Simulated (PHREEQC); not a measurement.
A solution holds 3.1 mmol/kgw KOH, 25 mmol/kgw CO2 and 180 mmol/kgw K3PO4, at 25 °C. Closed to the air; pH follows from the charge balance.

Computed with PHREEQC (ion-association model, wateq4f.dat).

| quantity | before | after |
|---|---|---|
| pH | 11.78 | 11.05 |
| ionic strength (mol/kgw) | 0.978 | 0.00769 |
| PO4-3 (mol/kgw) | 0.123 | 0.000131 |
| HPO4-2 (mol/kgw) | 0.0490 | 0.00166 |
| KHPO4- (mol/kgw) | 0.00798 | 1.22e-5 |
| HCO3- (mol/kgw) | 0.000245 | 3.18e-5 |

Which change was made?
(A) KOH from 0.0031 to 0.0062 mol/kgw
(B) KOH left out
(C) diluted 5-fold with water
(D) diluted 10-fold with water
(E) diluted 100-fold with water

E, diluted 100-fold with water

No solid was allowed to form. The ionic strength passes 0.7 mol/kgw, the rough limit of the ion-association models, in before. H3PO4, which wateq4f.dat lacks, is added to it with the constant of phreeqc.dat.
